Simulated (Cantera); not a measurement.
A freely propagating, adiabatic, planar premixed flame of CH4 : C2H6 : O2 : N2 = 1 : 1 : 5 : 14 (molar parts), equivalence ratio 1.1, unburnt at 700 K and 1050 Torr; multicomponent transport, grid criteria slope 0.08 and curve 0.16, no radiation.

Detailed kinetics in Cantera: GRI-Mech 3.0 (53 species, 325 reactions). Burning velocities carry a grid error of a few per cent, more on coarse grids.

x: mole fraction of selected species; z is measured from the peak of heat release.

```
z (mm)   T (K)  u (m/s)    x CH4    x C2H6    x O2    x C2H4     x H2      x NO
-------  -----  -------  -------  --------  ------  --------  -------  --------
-0.490     700     2.47   0.0476    0.0476   0.238   2.14e-7  0.00129     <1e-8
-0.327     701     2.48   0.0474    0.0474   0.237       [?]      [?]     <1e-8
-0.245     707     2.51   0.0471    0.0472   0.236   3.13e-5  0.00775   2.53e-8
-0.163     755     2.70   0.0456    0.0461   0.229  0.000347   0.0155   2.35e-7
-0.0817    [?]     4.23      [?]       [?]     [?]       [?]      [?]       [?]
-0.0409   1596     6.05   0.0231    0.0127   0.139   0.00594   0.0375   8.82e-6
0         2016     7.81  0.00758  0.000755  0.0821   0.00246   0.0388   2.01e-5
0.0409    2218     8.64  0.00102   4.20e-6  0.0459  0.000179   0.0327   3.72e-5
0.0817    2274     8.85  7.40e-5     <1e-8  0.0302   4.52e-6   0.0280   5.19e-5
0.163     2317     8.96  2.83e-7     <1e-8  0.0215     <1e-8   0.0263   6.76e-5
0.327     2370     9.11    <1e-8     <1e-8  0.0182     <1e-8   0.0262   8.67e-5
0.654     2440     9.33    <1e-8     <1e-8  0.0159     <1e-8   0.0248  0.000125
1.31      2521     9.59    <1e-8     <1e-8  0.0133     <1e-8   0.0227  0.000205
```

Complete the blanks.


- -0.327, x C2H4: 4.05e-6
- -0.327, x H2: 0.00405
- -0.0817, T (K): 1146
- -0.0817, x CH4: 0.0361
- -0.0817, x C2H6: 0.0332
- -0.0817, x O2: 0.190
- -0.0817, x C2H4: 0.00361
- -0.0817, x H2: 0.0299
- -0.0817, x NO: 3.19e-6
